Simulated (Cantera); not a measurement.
Cantera run:

```python
import numpy as np
import cantera as ct

gas_names = """
    Br Br2 H HBr H2 N NH NH2 NH3 N2 N2H2 N2H4 Si SiBr SiBr2 SiBr3 SiBr4 SiH SiHBr3 SiH2 SiH2Br2 SiH3
    SiH3Br SiH4 SiN Si2 Si2N Si3
""".split()
cond_names = """
    Br2(cr) Br2(L) Si(cr) Si(L) Si3N4(a)
""".split()


# ... load() reads the species with a 1 bar reference pressure and builds the phases ...
atoms = {
    'Si': {'Si': 1},
    'HBr': {'H': 1, 'Br': 1},
    'N2': {'N': 2},
}
top_T = {'Si3N4(a)': 2400}  # K; cautious upper limits of use, not melting points


# ... equilibrate(T, P, feed) seeds the gas with the atoms and calls Mixture.equilibrate('TP', solver="vcs", rtol=1e-11, max_steps=5000) ...
results = []
feed = {'Si': 1, 'HBr': 2.4, 'N2': 0.6}  # mol
T = 1100  # K
for P in [1, 4.2, 18, 75, 320, 1300, 5600, 24000, 100000]:
    mix = equilibrate(T, P, feed)
    results.append((T, P, feed, dict(zip(mix.species_names, mix.species_moles))))

top = {s: max(r[3][s] / sum(r[3][g] for g in gas_names) for r in results) for s in gas_names}
cols = sorted((s for s in top if top[s] > 1e-06), key=lambda s: -top[s])[:8]
seen = [c for c in cond_names if any(r[3].get(c, 0) > 1e-12 for r in results)]
print("log10 of partial pressures in bar; condensed amounts in mol")
print(f"{'P/Pa':>10s}" + "".join(f"{s[:9]:>10s}" for s in cols + seen))
for T, P, feed, n in results:
    ng = sum(n[g] for g in gas_names)
    print(f"{P:10.4g}" + "".join(f"{np.log10(max(n[s] / ng * P / 1e5, 1e-99)):10.3f}" for s in cols)
          + "".join(f"{n.get(c, 0):10.4g}" for c in seen))
```

Result:

```
log10 of partial pressures in bar; condensed amounts in mol
      P/Pa       HBr        H2     SiBr4     SiBr2        N2        Br     SiBr3    SiHBr3  Si3N4(a)
         1    -5.166    -5.818    -6.453    -6.161    -6.345    -6.948    -7.350    -9.165    0.2451
       4.2    -4.533    -5.162    -5.581    -5.899    -5.822    -6.643    -6.783    -8.270     0.258
        18    -3.907    -4.490    -4.831    -5.728    -5.209    -6.354    -6.323    -7.474    0.2607
        75    -3.301    -3.835    -4.150    -5.605    -4.558    -6.075    -5.921    -6.744    0.2581
       320    -2.688    -3.171    -3.478    -5.495    -3.880    -5.794    -5.530    -6.021    0.2535
      1300    -2.098    -2.532    -2.836    -5.393    -3.223    -5.524    -5.158    -5.329    0.2482
      5600    -1.485    -1.867    -2.170    -5.287    -2.541    -5.244    -4.772    -4.611    0.2424
   2.4e+04    -0.877    -1.206    -1.508    -5.182    -1.865    -4.966    -4.388    -3.897    0.2364
     1e+05    -0.282    -0.559    -0.861    -5.078    -1.205    -4.694    -4.013    -3.198    0.2304
```

Equilibrium computed with Cantera from the NASA thermochemical tables; the gas is ideal and each condensed phase is pure. N2 is the only nitrogen source here; it is nearly inert below about 1500 K, so the nitride shown seldom forms there in practice. The tables' values for SiBr3 are old estimates; treat these amounts as uncertain.
